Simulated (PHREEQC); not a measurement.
Dissolve 0.075 mol/kgw KH2PO4, 0.04 mol/kgw HF and 0.00013 mol/kgw NiSO4 at 93 °C. Closed to the air; pH follows from the charge balance.

Equilibrium calculation in PHREEQC: ion-association model, wateq4f.dat.

```csv
quantity,before,after
pH,3.17,3.78
ionic strength (mol/kgw),0.0763,0.000929
H2PO4- (mol/kgw),0.0653,0.000717
H3PO4 (mol/kgw),0.00973,3.28e-5
SO4-2 (mol/kgw),7.78e-5,1.18e-6
KSO4- (mol/kgw),3.74e-5,1.40e-8
SI of Morenosite (NiSO4:7H2O),-6.98,-9.99
```

Q: What was changed between the two runs?
(A) diluted 5-fold with water
(B) 0.016 mol/kgw H2SO4 added
(C) HF left out
(D) diluted 100-fold with water

A: D, diluted 100-fold with water

Precipitation was switched off in this run. H3PO4, which wateq4f.dat lacks, is added to it with the constant of phreeqc.dat. Away from 25 °C the constants follow the database's enthalpies or fits; those with neither stay at their 25 °C values. The database has no phosphate complexes of Ni.
